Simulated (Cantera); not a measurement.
Charge: 1 mol Si₂H₆, 0.33 mol H₂O, at 1725 K.

Cantera equilibrium calculation (NASA polynomials, part measured and part estimated; ideal gas, pure solids and liquids). Candidate condensed phases: H₂O, Si, SiO₂; 18 gas species. The feed counts by its element totals alone. Gases not in the tables: Si₂H₆ and higher silanes. Rates play no part.

**Question.** At 17.0 Pa, list the 7 most abundant gas species with their mole fractions, and the condensed phases.

**Answer.** H₂ 0.891, SiO 0.0890, H 0.0134, Si 0.00597, SiH 0.000105, Si₂ 2.85e-5, SiH₂ 1.54e-5. Condensed: Si(l).
